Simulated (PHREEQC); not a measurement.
**Buffer: speciation**

Solution (30 °C and 100 atm): 0.044 mol NaHSO4, 0.00074 mol Na2CO3 and 0.01 mol LiCl per kg of water. Closed to the air; pH follows from the charge balance.

The numbers come from PHREEQC with the ion-association model, phreeqc.dat.

Each row changes one thing in this solution. Precipitation was switched off in this run.

```csv
case,pH,ionic strength (mol/kgw),Na+ (mol/kgw),SO4-2 (mol/kgw),HSO4- (mol/kgw),Li+ (mol/kgw),SI of Halite (NaCl)
as made,1.72,0.0982,0.0436,0.0221,0.0197,0.00963,-5.17
LiCl from 0.01 to 0.001 mol/kgw,1.73,0.0892,0.0436,0.0221,0.0200,0.000962,-6.16
NaHSO4 from 0.044 to 0.0044 mol/kgw,2.67,0.0219,0.00582,0.00373,___,0.00990,-5.95
diluted 10-fold with water,2.50,0.0125,0.00449,0.00355,0.000785,0.000990,-7.04
Na2CO3 left out,1.71,0.0974,0.0422,0.0217,___,0.00963,-5.18
Na2CO3 from 0.00074 to 0.000148 mol/kgw,1.71,0.0976,0.0425,0.0218,0.0201,0.00963,-5.18
LiCl from 0.01 to 0.011 mol/kgw,1.72,0.0992,0.0436,0.0221,___,0.0106,-5.13
```

### Question
Complete the blanks.

### Answer

- NaHSO4 from 0.044 to 0.0044 mol/kgw, HSO4- (mol/kgw): 0.000513
- Na2CO3 left out, HSO4- (mol/kgw): 0.0202
- LiCl from 0.01 to 0.011 mol/kgw, HSO4- (mol/kgw): 0.0196

Under pressure, the constants of complexes without a molar volume in the database are unreliable.
